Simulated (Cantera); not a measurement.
Charge: 1 mol SiO2, 0.13 mol C, 3.7 mol N2, held at 1623 K and 128 Torr.

These are equilibrium values from Cantera (NASA tables, ideal gas, pure condensed phases), not measurements of a reactor. Candidate condensed phases: C, Si, SiC, SiO2, Si2N2O, Si3N4; 34 gas species. Mutual solubility and eutectic melting of coexisting phases are not modelled. The tables hold silica as quartz up to 1696 K and as liquid above; real silica turns to tridymite and cristobalite and melts near 1996 K. Kinetics and transport are ignored.

Base state: N2 0.965, CO 0.0343, SiO 0.000500 (mole fractions); condensed: SiO2(β-quartz) + Si2N2O(s).

### Question
What changes in the equilibrium state with this change: C from 0.13 to 0.75 mol?

### Answer
| species | before | after |
|---|---|---|
| N2 | 0.965 | 0.821 |
| CO | 0.0343 | 0.178 |
| SiO | 0.000500 | 0.000527 |
| CO2 | 5.93e-6 | 2.92e-5 |
| SiO2(β-quartz), mol | 0.913 | 0.499 |
| Si2N2O(s), mol | 0.0427 | 0.249 |
